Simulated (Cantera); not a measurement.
An isothermal, constant-pressure homogeneous reactor starts with N2O : H2 : N2 = 1 : 0.0041 : 0.99 (molar parts), at 1450 K and 20.0 Torr.

Cantera simulation using GRI-Mech 3.0 (53 species, 325 reactions); the numbers are that mechanism's predictions, not measurements. GRI-Mech 3.0 was tuned for natural gas; its chemistry of N2O as a main component is partial and can be far from experiment. Radical loss at walls, strong at low pressure, is not modelled. The temperature is held fixed by assumption; the heat of reaction is taken as removed at once.

Question: Predict: x(N2O) at 90.0 s; x(H2) at 90.0 s; x(O) at 90.0 s; x(NO) at 90.0 s; x(OH) at 90.0 s; x(O2) at 90.0 s.

Answer: 
| Item | Result |
|---|---|
| x(N2O) at 90.0 s | 1.80e-6 (gas-phase equilibrium 9.59e-9) |
| x(H2) at 90.0 s | 2.41e-8 (gas-phase equilibrium 2.14e-8) |
| x(O) at 90.0 s | 4.97e-6 (gas-phase equilibrium 5.53e-6) |
| x(NO) at 90.0 s | 0.0814 (gas-phase equilibrium 0.000936) |
| x(OH) at 90.0 s | 1.48e-5 (gas-phase equilibrium 1.56e-5) |
| x(O2) at 90.0 s | 0.159 (gas-phase equilibrium 0.199) |
